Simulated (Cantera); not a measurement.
Charge: 1 mol SiH₂Cl₂, 10 mol NH₃, 5.3 mol H₂, held at 7.60e-5 bar.

Cantera equilibrium calculation (NASA polynomials, part measured and part estimated; ideal gas, pure solids and liquids). Candidate condensed phases: NH₄Cl, Si, Si₃N₄; 28 gas species. The tables' values for SiCl, SiN are old estimates; treat these amounts as uncertain. Gases not in the tables: Si₂H₆ and higher silanes. Equilibrium is a limit: real reactors are often held back by kinetics, nucleation or transport.

log p: log10 of the partial pressure in bar; n: condensed amount in mol.

| T (°C) | log p H₂ | log p H | log p N₂ | log p HCl | log p Si | log p Cl | log p SiCl₂ | n Si(s) | n Si(l) |
|---|---|---|---|---|---|---|---|---|---|
| 1377 | -4.25 | -6.17 | -4.86 | -5.43 | -6.57 | -7.45 | -6.06 | 0.574 | 0 |
| 1427 | -4.25 | -5.96 | -4.86 | -5.44 | -6.17 | -7.25 | -6.07 | 0 | 0.411 |
| 1477 | -4.26 | -5.76 | -4.87 | -5.44 | -5.82 | -7.06 | -6.10 | 0 | 0.0966 |
| 1527 | -4.27 | [?] | -4.88 | -5.40 | -5.71 | [?] | [?] | 0 | 0 |
| 1577 | -4.29 | -5.41 | -4.88 | -5.37 | -5.66 | -6.62 | -6.47 | 0 | 0 |
| 1627 | -4.30 | -5.25 | -4.89 | -5.36 | -5.64 | -6.43 | -6.73 | 0 | 0 |
| 1677 | -4.32 | [?] | -4.90 | -5.37 | -5.63 | [?] | [?] | 0 | 0 |
| 1727 | -4.34 | -4.96 | -4.91 | -5.39 | -5.62 | -6.13 | -7.32 | 0 | 0 |
| 1777 | -4.38 | -4.83 | -4.92 | -5.42 | -5.63 | -6.01 | -7.64 | 0 | 0 |

Task: Complete the blanks.

Result: 
- 1677, log p H: -5.10
- 1677, log p Cl: -6.27
- 1677, log p SiCl₂: -7.01
- 1527, log p H: -5.58
- 1527, log p Cl: -6.83
- 1527, log p SiCl₂: -6.25
